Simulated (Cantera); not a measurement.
Mixture: CH₄ : H₂ : O₂ : N₂ = 1 : 0.045 : 1.35 : 9.3 (molar parts), at 0.918 atm, adiabatic and at constant pressure. Ignition delay is the time to a rise of 400 K.

Model: GRI-Mech 3.0 (53 species, 325 reactions), integrated in Cantera.

Problem. Predict: delay at 1098 K; delay at 1198 K; delay at 1298 K; delay at 1398 K; delay at 1498 K; delay at 1598 K; apparent activation energy between 1398 and 1598 K.

Solution. 
```json
{
 "delay at 1098 K": "0.254 s",
 "delay at 1198 K": "69.6 ms",
 "delay at 1298 K": "19.9 ms",
 "delay at 1398 K": "6.06 ms",
 "delay at 1498 K": "2.04 ms",
 "delay at 1598 K": "0.786 ms",
 "apparent activation energy between 1398 and 1598 K": "190 kJ/mol"
}
```
